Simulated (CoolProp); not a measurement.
The fluid at 496.62 K and 1.3 MPa flows at 3.2 m/s in a round tube of 20 mm bore and 1.5 µm roughness, fully developed (64/Re and Nu = 3.66 if laminar; Colebrook and Gnielinski if turbulent). The same conditions are run with several fluids, on thermodynamics alone (safety and materials aside).

Model: reference Helmholtz-energy equation of state of each fluid (oxygen: Schmidt 1985; R141b: Lemmon 2006; methanol: de Reuck 1993; sulfur hexafluoride: Guder 2009; methane: Setzmann 1991), in CoolProp.

```csv
fluid,Reynolds number,Darcy friction factor,pressure drop (Pa/m),heat-transfer coefficient (W/(m² K)),mass flow (kg/h)
oxygen,21100,0.0257,66.2,112,36.4
R141b,167000,0.0167,174,351,147
methanol,43000,0.0219,60.2,216,39.0
sulfur hexafluoride,125000,0.0176,212,327,170
methane,19000,0.0264,34.1,171,18.3
```

Above 300 K oxygen's equation is extrapolated.

Transport values come from each fluid's own correlations; those of R141b are estimates that may be off by 10 % or more.
